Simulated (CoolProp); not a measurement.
R1132(E) at 335.11 K and 0.859 MPa is throttled through a valve to 0.13 MPa with no heat exchange. Each further row changes one setting.

Computed with CoolProp (reference Helmholtz-energy equation of state, Akasaka 2024).

| case | temperature change (K) | final density (kg/m³) |
|---|---|---|
| as stated | [?] | 3.10 |
| outlet pressure 0.039 MPa | [?] | [?] |
| outlet pressure 0.169 MPa | -8.3 | 4.04 |

Task: Some entries are withheld; supply them.

Result: 
- as stated, temperature change (K): -8.8
- outlet pressure 0.039 MPa, temperature change (K): -9.9
- outlet pressure 0.039 MPa, final density (kg/m³): 0.927
